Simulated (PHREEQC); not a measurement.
# Phosphoric acid bath (model solution)

Solution (74 °C): 120 mmol/kgw H3PO4. Closed to the air; pH follows from the charge balance.

All values are PHREEQC results (ion-association model, wateq4f.dat), not measurements.

Each row changes one thing in this solution. No solid was allowed to form.

| case | pH | ionic strength (mol/kgw) | H3PO4 (mol/kgw) | H2PO4- (mol/kgw) | HPO4-2 (mol/kgw) |
|---|---|---|---|---|---|
| as made | 1.69 | 0.0231 | 0.0969 | 0.0231 | 1.44e-7 |
| H3PO4 replaced by K2HPO4 at the same molality | 8.81 | 0.341 | 1.65e-10 | 0.000678 | 0.109 |
| diluted 10-fold with water | 2.29 | 0.00558 | 0.00642 | 0.00558 | 1.10e-7 |
| H3PO4 from 0.12 to 0.18 mol/kgw | 1.60 | 0.0293 | 0.151 | 0.0293 | 1.53e-7 |
| 0.026 mol/kgw HCl added | 1.46 | 0.0411 | 0.105 | 0.0151 | 6.14e-8 |
| H3PO4 from 0.12 to 0.024 mol/kgw | 2.10 | 0.00875 | 0.0152 | 0.00875 | 1.18e-7 |

H3PO4, which wateq4f.dat lacks, is added to it with the constant of phreeqc.dat. At this temperature some constants are extrapolated from 25 °C, and those without enthalpy data are left unchanged.
